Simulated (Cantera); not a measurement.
An isothermal, constant-pressure homogeneous reactor starts with CH4 : N2 = 1 : 120 (molar parts), at 1525 K and 0.0612 atm. Integrator tolerance rtol = 1e-08.

Cantera simulation using GRI-Mech 3.0 (53 species, 325 reactions); the numbers are that mechanism's predictions, not measurements. GRI-Mech 3.0 stops at C3 and has no aromatics, soot or wall deposition, so with more carbon than oxygen in the feed, carbon stays in small species such as C2H2 where larger ones or solid carbon would form.

Problem. What does this change do: N2 120 to 29 parts?

Solution. 
```
quantity                                             before                                     after
-----------------  ----------------------------------------  ----------------------------------------
x(CH4) at 30.0 s   0.000263 (gas-phase equilibrium 8.47e-7)   0.00105 (gas-phase equilibrium 2.32e-5)
x(CH2) at 30.0 s   3.04e-9 (gas-phase equilibrium 1.09e-11)  3.05e-9 (gas-phase equilibrium 7.62e-11)
x(C2H4) at 30.0 s   9.72e-7 (gas-phase equilibrium 4.00e-8)   1.09e-5 (gas-phase equilibrium 1.95e-6)
x(HCN) at 30.0 s    1.49e-6 (gas-phase equilibrium 0.00772)    6.04e-7 (gas-phase equilibrium 0.0263)
x(C2H) at 30.0 s   7.15e-9 (gas-phase equilibrium 4.50e-10)   1.41e-8 (gas-phase equilibrium 2.81e-9)
x(C2H6) at 30.0 s    1.52e-8 (gas-phase equilibrium <1e-12)  5.24e-8 (gas-phase equilibrium 4.17e-11)
x(H2) at 30.0 s       0.0119 (gas-phase equilibrium 0.0123)     0.0468 (gas-phase equilibrium 0.0483)
```

Problem. What does this change do: temperature 1525 to 1400 K?

Solution. 
```json
[
 {"quantity": "x(CH4) at 30.0 s", "before": "0.000263 (gas-phase equilibrium 8.47e-7)", "after": "0.00436 (gas-phase equilibrium 3.88e-6)"},
 {"quantity": "x(CH2) at 30.0 s", "before": "3.04e-9 (gas-phase equilibrium 1.09e-11)", "after": "1.18e-9 (gas-phase equilibrium 1.76e-12)"},
 {"quantity": "x(C2H4) at 30.0 s", "before": "9.72e-7 (gas-phase equilibrium 4.00e-8)", "after": "3.00e-5 (gas-phase equilibrium 1.83e-7)"},
 {"quantity": "x(HCN) at 30.0 s", "before": "1.49e-6 (gas-phase equilibrium 0.00772)", "after": "1.36e-8 (gas-phase equilibrium 0.00761)"},
 {"quantity": "x(C2H) at 30.0 s", "before": "7.15e-9 (gas-phase equilibrium 4.50e-10)", "after": "2.62e-10 (gas-phase equilibrium 5.01e-11)"},
 {"quantity": "x(C2H6) at 30.0 s", "before": "1.52e-8 (gas-phase equilibrium <1e-12)", "after": "1.88e-6 (gas-phase equilibrium 2.72e-12)"},
 {"quantity": "x(H2) at 30.0 s", "before": "0.0119 (gas-phase equilibrium 0.0123)", "after": "0.00576 (gas-phase equilibrium 0.0123)"}
]
```
